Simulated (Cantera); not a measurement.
A perfectly stirred reactor is fed with CH4 : O2 : N2 = 1 : 4.76 : 17.9 (molar parts), equivalence ratio 0.42, at 0.355 atm; it is adiabatic with a 500 K inlet, and is followed from long to short residence time, starting on the burning branch (τ in s: 0.16, 0.056, 0.02, 0.007, 0.0025, 0.00089, 0.00031, 0.00011, 4e-05, 1.4e-05).

Detailed kinetics in Cantera: GRI-Mech 3.0 (53 species, 325 reactions).

Q: Predict: blow-out, bracketed by the residence times tried; x(CH4) at τ = 0.160 s; x(O2) at τ = 0.160 s; x(C2H4) at τ = 0.160 s; x(OH) at τ = 0.160 s; x(CH2CO) at τ = 0.160 s; x(CH4) at τ = 0.890 ms; x(O2) at τ = 0.890 ms.

A: blow-out, bracketed by the residence times tried: burning at 2.50 ms, out at 0.890 ms
x(CH4) at τ = 0.160 s: 2.62e-5
x(O2) at τ = 0.160 s: 0.117
x(C2H4) at τ = 0.160 s: 3.25e-9
x(OH) at τ = 0.160 s: 0.000696
x(CH2CO) at τ = 0.160 s: 2.13e-9
x(CH4) at τ = 0.890 ms: 0.0423
x(O2) at τ = 0.890 ms: 0.201
